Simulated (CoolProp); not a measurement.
Vapour-liquid equilibrium of CH2F2 (R32) (1) + R1234yf (2) at 259.4 K; x and y are mole fractions of (1).

Values from CoolProp's multi-fluid Helmholtz-energy mixture model, Tillner-Roth 1997 and Lemmon 2022; pair parameters Bell 2023.

| x | bubble pressure (bar) | y at the bubble point | dew pressure at overall composition x (bar) | liquid density (mol/L) |
|---|---|---|---|---|
| 0.05 | 2.198 | 0.158 | 2.006 | 10.93 |
| 0.125 | 2.588 | 0.330 | 2.136 | 11.34 |
| 0.2 | 2.950 | 0.453 | 2.283 | (withheld) |
| 0.275 | 3.279 | 0.544 | 2.449 | 12.27 |
| 0.35 | 3.574 | (withheld) | 2.640 | (withheld) |
| 0.425 | 3.836 | 0.671 | 2.860 | 13.40 |
| 0.5 | 4.068 | 0.718 | (withheld) | 14.05 |
| 0.575 | 4.275 | 0.760 | 3.406 | 14.78 |
| 0.65 | (withheld) | 0.798 | 3.739 | 15.60 |
| 0.725 | 4.627 | 0.836 | 4.102 | 16.53 |
| 0.8 | 4.779 | 0.874 | 4.467 | 17.57 |
| 0.875 | 4.916 | 0.916 | 4.782 | 18.76 |
| 0.95 | 5.037 | 0.963 | 5.008 | 20.13 |

### Question
Complete the blanks.

### Answer

- 0.2, liquid density (mol/L): 11.78
- 0.35, y at the bubble point: 0.614
- 0.35, liquid density (mol/L): 12.81
- 0.5, dew pressure at overall composition x (bar): 3.114
- 0.65, bubble pressure (bar): 4.460

No azeotrope shows between x = 0.05 and 0.95.

The pair parameters rest on a limited set of measurements; away from them the model extrapolates.
